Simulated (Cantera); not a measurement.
Adiabatic ignition

An adiabatic, constant-volume homogeneous reactor starts with 4.07 % CH3OH, 10.0 % O2, 85.9 % N2, at 1675 K and 10.0 bar.

Model: GRI-Mech 3.0 (53 species, 325 reactions), integrated in Cantera. GRI-Mech 3.0 was tuned for natural gas; its chemistry of methanol as a main component is partial and can be far from experiment.

```
t (s)     T (K)  P (bar)  x CH3OH    x O2      x NO     x HCN    x CH2O    x C2H2
--------  -----  -------  -------  ------  --------  --------  --------  --------
1.00e-6    1675     10.0   0.0404  0.0999  6.25e-12  6.37e-12  0.000262  7.37e-10
2.76e-6    1677     10.0   0.0391  0.0992  3.16e-11  3.20e-11   0.00135   2.30e-9
7.59e-6    1727     10.4   0.0255  0.0917  4.76e-10  4.27e-10   0.00981   1.74e-8
2.09e-5    2468     15.1   <1e-12  0.0394   8.00e-5  2.26e-11  4.59e-11    <1e-12
5.76e-5    2525     15.4   <1e-12  0.0380  0.000233  8.34e-12  8.84e-12    <1e-12
0.000159   2524     15.4   <1e-12  0.0378  0.000601  8.50e-12  8.68e-12    <1e-12
0.000437   2522     15.4   <1e-12  0.0373   0.00154  9.13e-12  8.59e-12    <1e-12
0.00120    2517     15.4   <1e-12  0.0363   0.00366  1.03e-11  8.39e-12    <1e-12
0.00332    2509     15.3   <1e-12  0.0346   0.00700  1.17e-11  8.10e-12    <1e-12
0.00915    2503     15.3   <1e-12  0.0335   0.00925  1.24e-11  7.92e-12    <1e-12
0.0252     2502     15.3   <1e-12  0.0334   0.00951  1.25e-11  7.90e-12    <1e-12
0.0694     2502     15.3   <1e-12  0.0334   0.00951  1.25e-11  7.90e-12    <1e-12
0.191      2502     15.3   <1e-12  0.0334   0.00951  1.25e-11  7.90e-12    <1e-12
0.527      2502     15.3   <1e-12  0.0334   0.00951  1.25e-11  7.90e-12    <1e-12
1.45       2502     15.3   <1e-12  0.0334   0.00951  1.25e-11  7.90e-12    <1e-12
4.00       2502     15.3   <1e-12  0.0334   0.00951  1.25e-11  7.90e-12    <1e-12
```
x: mole fraction; the columns are a selection and need not sum to one.

```yaml
time_of_steepest_temperature_rise: 11.5 µs
temperature at 4.00 s: 2502 K
equilibrium_temperature: 2502 K
x(CH3OH) at 4.00 s: <1e-12 (gas-phase equilibrium <1e-12)
x(O2) at 4.00 s: 0.0334 (gas-phase equilibrium 0.0334)
x(NO) at 4.00 s: 0.00951 (gas-phase equilibrium 0.00951)
```
